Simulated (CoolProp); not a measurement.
Saturation properties of carbon dioxide.

Model: reference Helmholtz-energy equation of state, Span 1996, in CoolProp.

| T (K) | p (kPa) | vapour density (kg/m³) | enthalpy of vaporisation (kJ/kg) | liquid cp (kJ/(kg K)) | liquid viscosity (µPa s) |
|---|---|---|---|---|---|
| 239.9 | 1278 | 33.18 | 309.8 | 2.050 | 173 |
| 243.7 | 1454 | 37.80 | 302.4 | 2.077 | 163 |
| 247.6 | 1653 | 43.09 | 294.4 | ? | ? |
| 251.5 | 1871 | 48.99 | 286.1 | 2.147 | 143 |
| 255.4 | 2110 | 55.60 | 277.4 | 2.192 | 135 |
| 259.3 | 2370 | 63.00 | ? | ? | 127 |
| 263.2 | 2652 | 71.30 | 258.5 | 2.308 | 119 |
| 267 | 2951 | 80.39 | 248.5 | 2.383 | 111 |
| 270.9 | 3282 | 90.92 | ? | ? | 104 |

Question: Complete the blanks.

Answer: 
- 247.6, liquid cp (kJ/(kg K)): 2.109
- 247.6, liquid viscosity (µPa s): 153
- 259.3, enthalpy of vaporisation (kJ/kg): 268.2
- 259.3, liquid cp (kJ/(kg K)): 2.245
- 270.9, enthalpy of vaporisation (kJ/kg): 237.6
- 270.9, liquid cp (kJ/(kg K)): 2.477

Viscosity comes from a separate model (Laesecke 2017).
